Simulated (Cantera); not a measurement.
An isothermal, constant-pressure homogeneous reactor starts with 0.378 % CH3OH, 0.209 % O2, 99.4 % N2, equivalence ratio 2.7, at 1373 K and 8250 Torr.

Model: GRI-Mech 3.0 (53 species, 325 reactions), integrated in Cantera. GRI-Mech 3.0 was tuned for natural gas; its chemistry of methanol as a main component is partial and can be far from experiment.

One state of this run: x CH3OH = 1.34e-11; x O2 = 1.94e-10; x CO = 0.00320; x C2H2 = 1.24e-8; x C2H = <1e-12. x: mole fraction; the columns are a selection and need not sum to one.

Q: Which value of t (s) does it belong to?
A. 0.00285
B. 65.5
C. 0.754
D. 0.00869

A: C, 0.754
